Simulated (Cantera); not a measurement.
NO annealing gas

An isothermal, constant-pressure homogeneous reactor starts with 7.14 % NO, 92.9 % N₂, at 1923 K and 22000 Pa.

Cantera simulation using GRI-Mech 3.0 (53 species, 325 reactions); the numbers are that mechanism's predictions, not measurements.

| t (s) | x NO | x N₂O | x N₂ | x NO₂ | x O₂ | x O |
|---|---|---|---|---|---|---|
| 0.000300 | 0.0714 | 2.09e-7 | 0.929 | 9.28e-9 | 5.33e-10 | 2.19e-7 |
| 0.000601 | 0.0714 | 3.99e-7 | 0.929 | 3.20e-8 | 2.16e-9 | 4.45e-7 |
| 0.00120 | 0.0714 | 7.29e-7 | 0.929 | 9.98e-8 | 8.98e-9 | 9.25e-7 |
| 0.00241 | 0.0714 | 1.23e-6 | 0.929 | 2.79e-7 | 3.94e-8 | 2.00e-6 |
| 0.00482 | 0.0714 | 1.80e-6 | 0.929 | 7.13e-7 | 1.89e-7 | 4.46e-6 |
| 0.00966 | 0.0714 | 2.18e-6 | 0.929 | 1.64e-6 | 9.91e-7 | 9.68e-6 |
| 0.0193 | 0.0714 | 2.27e-6 | 0.929 | 3.13e-6 | 5.22e-6 | 1.82e-5 |
| 0.0387 | 0.0713 | 2.27e-6 | 0.929 | 4.36e-6 | 2.21e-5 | 2.54e-5 |
| 0.0776 | 0.0713 | 2.26e-6 | 0.929 | 4.72e-6 | 6.56e-5 | 2.76e-5 |
| 0.155 | 0.0711 | 2.25e-6 | 0.929 | 4.89e-6 | 0.000156 | 2.86e-5 |
| 0.311 | 0.0707 | 2.22e-6 | 0.929 | 5.21e-6 | 0.000340 | 3.05e-5 |
| 0.623 | 0.0699 | 2.17e-6 | 0.929 | 5.80e-6 | 0.000715 | 3.40e-5 |
| 1.25 | 0.0684 | 2.07e-6 | 0.930 | 6.79e-6 | 0.00150 | 4.02e-5 |
| 2.50 | 0.0651 | 1.87e-6 | 0.932 | 8.28e-6 | 0.00313 | 5.09e-5 |
| 5.00 | 0.0583 | 1.50e-6 | 0.935 | 9.99e-6 | 0.00652 | 6.76e-5 |
x: mole fraction; the columns are a selection and need not sum to one.

Equilibrium at this temperature and pressure: NO 0.00275, N₂O 8.09e-8, N₂ 0.963, NO₂ 1.03e-6, O₂ 0.0343, O 0.000144 (gas phase only).
